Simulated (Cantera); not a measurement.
An adiabatic, constant-pressure homogeneous reactor starts with CO : H2 : CH4 : O2 : N2 = 1 : 1.2 : 0.25 : 4.85 : 18.2 (molar parts), equivalence ratio 0.33, at 1775 K and 4.93 atm.

Cantera simulation using GRI-Mech 3.0 (53 species, 325 reactions); the numbers are that mechanism's predictions, not measurements.

Task: Predict: time of steepest temperature rise; temperature at 0.100 s; equilibrium temperature; x(CO) at 0.100 s; x(H2) at 0.100 s; x(HO2) at 0.100 s.

Result: 
```json
{
 "time_of_steepest_temperature_rise": "2.57 µs",
 "temperature at 0.100 s": "2496 K",
 "equilibrium_temperature": "2496 K",
 "x(CO) at 0.100 s": "0.00226 (gas-phase equilibrium 0.00226)",
 "x(H2) at 0.100 s": "0.000490 (gas-phase equilibrium 0.000490)",
 "x(HO2) at 0.100 s": "1.14e-5 (gas-phase equilibrium 1.14e-5)"
}
```
